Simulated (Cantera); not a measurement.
Equilibrium for chlorosilane synthesis and conversion: SiCl₄ + Cl₂ + H₂

Charge: 1 mol SiCl₄, 2.3 mol Cl₂, a varied amount of H₂, at 277 °C and 690000 Pa.

Cantera equilibrium calculation (NASA polynomials, part measured and part estimated; ideal gas, pure solids and liquids). Candidate condensed phases: Si; 19 gas species. Equilibrium is a limit: real reactors are often held back by kinetics, nucleation or transport.

```
n(H₂) (mol)  x HCl    x H₂   x Cl₂  x SiCl₄
-----------  -----  ------  ------  -------
0.85         0.410  <1e-12   0.349    0.241
1.1          0.500  <1e-12   0.273    0.227
1.5          0.625  <1e-12   0.167    0.208
2            0.755  <1e-12  0.0566    0.189
2.6          0.780  0.0508  <1e-12    0.169
3.5          0.676   0.176  <1e-12    0.147
4.6          0.582   0.291  <1e-12    0.127
6.1          0.489   0.404  <1e-12    0.106
8.1          0.404   0.509  <1e-12   0.0877
11           0.322   0.608  <1e-12   0.0699
14           0.266   0.676  <1e-12   0.0578
19           0.206   0.749  <1e-12   0.0448
```
x: gas mole fraction; nothing condenses.

From 0.85 mol H₂ to 19 mol H₂ nothing is condensed. The main Si-bearing gas is SiCl₄ throughout.
